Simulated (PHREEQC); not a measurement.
Solution (25 °C): 0.0072 mol MnSO4 per kg of water. Closed to the air; pH follows from the charge balance.

All values are PHREEQC results (ion-association model, phreeqc.dat), not measurements.

Each row changes one thing in this solution. This is a speciation only: nothing precipitates in the calculation.

```tsv
case	pH	ionic strength (mol/kgw)	SO4-2 (mol/kgw)	HSO4- (mol/kgw)
as made	6.57	0.0218	0.00545	9.34e-8
temperature from 25 to 50 °C	6.22	0.0198	0.00496	3.48e-7
0.00021 mol/kgw HCl added	…	…	0.00541	4.93e-5
diluted 10-fold with water	6.82	0.00268	0.000669	8.31e-9
MnSO4 replaced by NaHSO4 at the same molality	2.31	0.0179	0.00536	0.00173
0.0032 mol/kgw H2SO4 added	2.39	…	0.00677	0.00172
MnSO4 from 0.0072 to 0.0036 mol/kgw	6.65	0.0118	0.00295	4.68e-8
MnSO4 replaced by Li2SO4 at the same molality	7.06	0.0211	…	3.86e-8
MnSO4 replaced by CaSO4 at the same molality	7.04	…	0.00546	3.18e-8
```

Question: Some entries are withheld; supply them.

Answer: 
- 0.00021 mol/kgw HCl added, pH: 3.85
- 0.00021 mol/kgw HCl added, ionic strength (mol/kgw): 0.0220
- 0.0032 mol/kgw H2SO4 added, ionic strength (mol/kgw): 0.0273
- MnSO4 replaced by Li2SO4 at the same molality, SO4-2 (mol/kgw): 0.00695
- MnSO4 replaced by CaSO4 at the same molality, ionic strength (mol/kgw): 0.0219

At this temperature some constants are extrapolated from 25 °C, and those without enthalpy data are left unchanged.
